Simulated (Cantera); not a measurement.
**Equilibrium for silicon etching in halogen gases: Si + F2 + N2**

Feed: 1 mol Si, 6 mol F2, 13 mol N2, equilibrated at 1475 K and 0.00520 bar.

These are equilibrium values from Cantera (NASA tables, ideal gas, pure condensed phases), not measurements of a reactor. Candidate condensed phases: Si, Si3N4; 16 gas species. The numbers say what is thermodynamically allowed, not how fast it happens.

| Item | Result |
|---|---|
| x(N2) | 0.591 |
| x(F) | 0.363 |
| x(SiF4) | 0.0455 |
| x(F2) | 0.000116 |
| gas amount | 22.00 mol |
| log10 activity of Si(s) (absent) | -40.87 |
